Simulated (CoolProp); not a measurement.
Properties of n-octane along the isotherm 118.95 °C.

Values from CoolProp's reference Helmholtz-energy equation of state, Beckmüller 2019.

```csv
p (MPa),phase,density (kg/m³),isothermal compressibility (1/MPa),Prandtl number,fugacity coefficient
1.55,liquid,620.3,0.002938,5.66,[?]
3.1,liquid,623.0,0.002795,5.70,0.03056
4.66,liquid,625.7,0.002665,5.73,0.02219
6.21,liquid,628.2,0.002550,5.77,0.01816
7.76,liquid,[?],0.002445,5.81,[?]
9.31,liquid,633.0,0.002349,5.85,0.01439
10.9,liquid,635.3,0.002260,5.90,0.01342
12.4,liquid,[?],0.002182,[?],[?]
```

What belongs in the gaps?


- 1.55, fugacity coefficient: 0.05600
- 7.76, density (kg/m³): 630.6
- 7.76, fugacity coefficient: 0.01584
- 12.4, density (kg/m³): 637.4
- 12.4, Prandtl number: 5.94
- 12.4, fugacity coefficient: 0.01281

Viscosity comes from a separate model (Huber 2004). Thermal conductivity comes from a separate model (Huber 2005).
